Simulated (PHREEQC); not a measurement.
A column of 0.1 m (40 cells, dispersivity 0.005 m, 300 s a shift, diffusion coefficient 3e-10 m²/s) holds 0.0031 eq of the database's cation exchanger X per kg of pore water, first in equilibrium with 0.0022 mol/kgw PbCl2, 0.00099 mol/kgw NH4Cl and 1e-05 mol/kgw HCl. It is flushed with 0.0008 mol/kgw MnCl2, 0.001 mol/kgw PbCl2 and 1e-05 mol/kgw HCl, at 25 °C. Values are for the last cell. CO2 from the air is kept out. No solid was allowed to form.

All values are PHREEQC results (ion-association model, phreeqc.dat), not measurements.

Problem. Predict Mn in solution (mol/kgw) at pore volumes = 1.262, 1.887, 3.388, 3.513.

Solution. 
```
pore volumes  Mn in solution (mol/kgw)
------------  ------------------------
1.262                         0.000372
1.887                         0.000670
3.388                         0.000797
3.513                         0.000798
```

Species that the database lacks are ignored.
